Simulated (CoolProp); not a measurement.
A closed Brayton cycle with nitrogen: compressor inlet 321.15 K and 5.4 MPa, high pressure 14.2 MPa, turbine inlet 940 K, compressor efficiency 0.85, turbine efficiency 0.85, recuperator effectiveness 0.9 (on enthalpy, no pinch check). Each further row changes one setting.

The numbers come from the reference Helmholtz-energy equation of state, Span 2000 in CoolProp.

| case | thermal efficiency (%) | net work (kJ/kg) | compressor to turbine work | compressor exit (K) | turbine exit (K) |
|---|---|---|---|---|---|
| as stated | 32.5 | 80.8 | 0.61 | 442.8 | 761.4 |
| turbine inlet 890 K | 29.9 | 69.6 | 0.65 | 442.8 | 719.4 |
| compressor inlet 331.15 K | 31.0 | 76.6 | 0.64 | 456.5 | 761.4 |
| high pressure 12.1 MPa | 33.1 | 73.6 | 0.59 | 420.3 | 788.4 |
| recuperator effectiveness 0.5 | 20.8 | 80.8 | 0.61 | 442.8 | 761.4 |
